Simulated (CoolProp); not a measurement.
Vapour-liquid equilibrium of C2F6 (R116) (1) + R22 (2) at 200.7 K; x and y are mole fractions of (1).

Computed with CoolProp (multi-fluid Helmholtz-energy mixture model, Lemmon 2006 and Kamei 1995; pair parameters Bell 2016).

```tsv
x	bubble pressure (bar)	y at the bubble point	dew pressure at overall composition x (bar)	liquid density (mol/L)
0.05	0.5956	0.714	0.1837	16.91
0.2	1.112	0.857	0.2178	15.76
0.35	1.203	0.871	0.2674	14.72
0.5	1.214	0.873	0.3461	13.79
0.65	1.234	0.879	0.4898	12.96
0.8	1.283	0.903	0.8317	12.25
0.95	1.344	0.964	1.334	11.63
```

No azeotrope shows between x = 0.05 and 0.95.

The pair parameters rest on a limited set of measurements; away from them the model extrapolates. With so large a gap from Raoult's law the liquid may split in two, which this calculation doesn't test in full.
